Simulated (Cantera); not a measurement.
Cantera run:

```python
import numpy as np
import cantera as ct

gas_names = """
    H HO2 H2 H2O H2O2 O OH O2 O3 Ti TiO TiO2
""".split()
cond_names = """
    H2O(s) H2O(L) Ti(a) Ti(b) Ti(L) TiO(a) TiO(b) TiO(L) TiO2(ru) TiO2(L) Ti2O3(a) Ti2O3(b) Ti2O3(L)
    Ti3O5(a) Ti3O5(b) Ti3O5(L) Ti4O7(s) Ti4O7(L)
""".split()


def load(file, names, dense=False):
    # The tables refer to 1 bar. Condensed volumes are neglected.
    table = {s.name: s for s in ct.Species.list_from_file(file)}
    out = []
    for n in names:
        d = dict(table[n].input_data)
        d["thermo"] = dict(d["thermo"], **{"reference-pressure": 1e5})
        if dense:
            d["equation-of-state"] = {"model": "constant-volume", "density": "1e6 g/cm^3"}
        out.append(ct.Species.from_dict(d))
    return out


gas = ct.Solution(thermo="ideal-gas", species=load("nasa_gas.yaml", gas_names))
cond = {s.name: ct.Solution(thermo="fixed-stoichiometry", species=[s], name=s.name)
        for s in load("nasa_condensed.yaml", cond_names, dense=True)}
atoms = {
    'Ti': {'Ti': 1},
    'H2O': {'H': 2, 'O': 1},
    'H2': {'H': 2},
}
top_T = {}  # K; cautious upper limits of use, not melting points


def equilibrate(T, P, feed):
    n = {}
    for name, mol in feed.items():
        for a, k in atoms[name].items():
            n[a] = n.get(a, 0.0) + k * mol
    gas.TPX = T, P, n
    mass = sum(n.values()) * gas.mean_molecular_weight
    gas.equilibrate("TP")
    valid = [c for c in cond.values() if c.min_temp <= T <= top_T.get(c.name, c.max_temp)]
    mix = ct.Mixture([(gas, mass / gas.mean_molecular_weight)] + [(c, 0.0) for c in valid])
    mix.T, mix.P = T, P
    mix.equilibrate("TP", solver="vcs", rtol=1e-11, max_steps=5000)
    return mix


results = []
T = 1750  # K
P = 59000  # Pa
for m in [2.8, 6.2, 9.5, 13, 16, 19, 23, 26, 29, 33, 36]:
    feed = {'Ti': 1, 'H2O': 2, 'H2': m}  # mol
    mix = equilibrate(T, P, feed)
    results.append((T, P, feed, dict(zip(mix.species_names, mix.species_moles))))

top = {s: max(r[3][s] / sum(r[3][g] for g in gas_names) for r in results) for s in gas_names}
cols = sorted((s for s in top if top[s] > 0.0001), key=lambda s: -top[s])[:8]
seen = [c for c in cond_names if any(r[3].get(c, 0) > 1e-12 for r in results)]
print("log10 of partial pressures in bar; condensed amounts in mol")
print(f"{'n(H2)':>10s}" + "".join(f"{s[:9]:>10s}" for s in cols + seen))
for T, P, feed, n in results:
    ng = sum(n[g] for g in gas_names)
    print(f"{feed['H2']:10.4g}" + "".join(f"{np.log10(max(n[s] / ng * P / 1e5, 1e-99)):10.3f}" for s in cols)
          + "".join(f"{n.get(c, 0):10.4g}" for c in seen))
```

Result:

```
log10 of partial pressures in bar; condensed amounts in mol
     n(H2)        H2       H2O         H  Ti3O5(b)  Ti4O7(s)
       2.8    -0.253    -1.513    -3.760         0      0.25
       6.2    -0.243    -1.745    -3.755         0      0.25
       9.5    -0.242    -1.784    -3.754    0.2832   0.03758
        13    -0.239    -1.882    -3.753    0.3333         0
        16    -0.237    -1.962    -3.752    0.3333         0
        19    -0.236    -2.029    -3.752    0.3333         0
        23    -0.235    -2.104    -3.751    0.3333         0
        26    -0.234    -2.154    -3.751    0.3333         0
        29    -0.234    -2.198    -3.750    0.3333         0
        33    -0.233    -2.250    -3.750    0.3333         0
        36    -0.233    -2.286    -3.750    0.3333         0
```

Cantera equilibrium calculation (NASA polynomials, part measured and part estimated; ideal gas, pure solids and liquids). Mutual solubility and eutectic melting of coexisting phases are not modelled. Condensed phases not in the tables: Magnéli phases beyond Ti4O7.
